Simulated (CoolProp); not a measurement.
The numbers come from the reference Helmholtz-energy equation of state, Pan 2012 in CoolProp.

Task: For R236FA, give the phase and the Joule-Thomson coefficient (K/MPa), viscosity (µPa s), Prandtl number at 358.7 K and 0.284 MPa.

Result: 
- 358.7 K and 0.284 MPa: gas; Joule-Thomson coefficient 13.1, viscosity 13.2, Prandtl number 0.701

Viscosity comes from a separate model (Huber 2003), an estimate that may be off by 10 % or more. Thermal conductivity comes from a separate model (Huber 2003), an estimate that may be off by 10 % or more.
